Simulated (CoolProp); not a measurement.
CF4 (R14) along the isotherm 229.9 K: density (kg/m³) from the reference equation and from simpler models built on Tc = 227.4 K, pc = 3.762 MPa, ω = 0.178; each cubic takes its own stable root.

Values from CoolProp's reference Helmholtz-energy equation of state, Platzer 1990. This equation is an older, rougher fit; its heat capacities, sound speeds and derivatives of the liquid may be far off and weren't checked against measurements.

```
p (MPa)          phase  reference
-------  -------------  ---------
1.71               gas      94.51
3.42               gas      272.3
5.13     supercritical      953.0
6.84     supercritical       1047
8.55     supercritical       1099
10.3     supercritical       1138
12       supercritical       1168
13.7     supercritical       1193
15.4     supercritical       1215
17.1     supercritical       1234
18.8     supercritical       1251
```

**Question.** How far does each simpler model (ideal gas, Soave-Redlich-Kwong) lie from the reference over these 11 states: mean and median of the absolute difference, and the worst?

**Answer.** 
- ideal gas: mean 48.6 %, median 47.1 %, worst -75.2 % at 229.9 K and 5.13 MPa
- Soave-Redlich-Kwong: mean 5.2 %, median 4.3 %, worst -13.5 % at 229.9 K and 5.13 MPa
